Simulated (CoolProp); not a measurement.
Properties of R11 along the isotherm 408 K (Tc = 471.1 K, pc = 44.08 bar, ω = 0.189).

Computed with CoolProp (reference Helmholtz-energy equation of state, Jacobsen 1992).

```
p (bar)   phase  cp (kJ/(kg K))  speed of sound (m/s)  isothermal compressibility (1/MPa)  conductivity (mW/(m K))  Prandtl number
-------  ------  --------------  --------------------  ----------------------------------  -----------------------  --------------
1.57        gas          0.6518                 162.5                               6.497                     13.0           0.704
3.15        gas          0.6606                 159.8                                 [?]                     13.1           0.708
4.72        gas          0.6711                 157.0                               2.262                     13.2             [?]
6.3         gas          0.6837                 154.0                               1.741                     13.2           0.721
7.87        gas          0.6988                   [?]                               1.437                     13.3           0.730
9.44        gas          0.7171                 147.4                               1.240                     13.4           0.742
11          gas          0.7394                 143.9                                 [?]                     13.6           0.757
12.6        gas          0.7684                 139.9                               1.013                     13.8           0.776
14.2        gas          0.8059                 135.5                                 [?]                     14.1           0.801
15.7        gas          0.8531                 131.0                              0.9218                     14.5           0.833
17.3     liquid           1.092                 372.1                             0.01052                     56.8            3.04
18.9     liquid           1.088                 374.9                             0.01031                     57.0            3.04
20.5     liquid           1.085                 377.7                             0.01011                      [?]            3.04
22       liquid           1.081                 380.3                            0.009934                     57.3            3.03
```

Problem. What belongs in the gaps?

Solution. 
- 3.15, isothermal compressibility (1/MPa): 3.309
- 4.72, Prandtl number: 0.713
- 7.87, speed of sound (m/s): 150.8
- 11, isothermal compressibility (1/MPa): 1.107
- 14.2, isothermal compressibility (1/MPa): 0.9528
- 20.5, conductivity (mW/(m K)): 57.2

Viscosity comes from a separate model (Klein 1997), an estimate that may be off by 10 % or more. Thermal conductivity comes from a separate model (McLinden 2000), an estimate that may be off by 10 % or more.
